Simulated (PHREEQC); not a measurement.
1 kg of water holding 0.2 mol/kgw SrCl2, 0.056 mol/kgw KCl, 0.0077 mol/kgw NaCl and 0.014 mol/kgw CaCl2 is evaporated at 25 °C; the solids stay in contact with the brine. CO2 from the air is kept out. Only these solids could form: Halite, Portlandite, Sylvite.

All values are PHREEQC results (Pitzer model, pitzer.dat), not measurements.

| water left (kg) | ionic strength | water activity | Cl in solution (mol/kgw) | Sr in solution (mol/kgw) | Na in solution (mol/kgw) |
|---|---|---|---|---|---|
| 1 | 0.706 | 0.988 | 0.492 | 0.200 | 0.00770 |
| 0.8219 | 0.859 | 0.985 | 0.598 | 0.243 | 0.00937 |
| 0.6755 | 1.04 | 0.982 | 0.728 | 0.296 | 0.0114 |
| 0.5552 | 1.27 | (withheld) | 0.886 | 0.360 | 0.0139 |
| 0.4563 | 1.55 | 0.973 | 1.08 | 0.438 | 0.0169 |
| 0.375 | 1.88 | 0.966 | 1.31 | 0.533 | 0.0205 |
| 0.3082 | 2.29 | 0.958 | 1.60 | 0.649 | 0.0250 |
| 0.2533 | 2.79 | 0.947 | 1.94 | 0.789 | 0.0304 |
| 0.2082 | 3.39 | 0.934 | 2.36 | 0.961 | 0.0370 |
| 0.1711 | 4.12 | (withheld) | 2.87 | 1.17 | 0.0450 |
| 0.1407 | 5.02 | 0.891 | 3.50 | 1.42 | 0.0547 |
| 0.1156 | 6.10 | 0.858 | 4.25 | 1.73 | 0.0666 |
| 0.09502 | 7.43 | (withheld) | 5.17 | 2.10 | 0.0810 |
| 0.07809 | 9.04 | 0.757 | 6.30 | 2.56 | 0.0986 |

**Question.** What belongs in the gaps?

**Answer.** 
- 0.5552, water activity: 0.978
- 0.1711, water activity: 0.915
- 0.09502, water activity: 0.814
